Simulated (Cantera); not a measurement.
A closed system holds: 1 mol C, 0.71 mol H2.

Equilibrium computed with Cantera from the NASA thermochemical tables; the gas is ideal and each condensed phase is pure. Candidate condensed phases: C, C6H6, C7H8, C8H18; 76 gas species. The ideal-gas law is rough above about 30 bar. Rates play no part.

Problem. What condenses at these points (T in °C, P in Pa): (1775, 1800000); (2775, 56); (975, 10000); (1775, 1800); (375, 56000)?

Solution. 
| T (°C) | P in Pa | condensed phases | C condensed (%) |
|---|---|---|---|
| 1775 | 1800000 | C | 99.4 |
| 2775 | 56 | gas only | 0.0 |
| 975 | 10000 | C | 99.9 |
| 1775 | 1800 | C | 99.9 |
| 375 | 56000 | C | 69.0 |
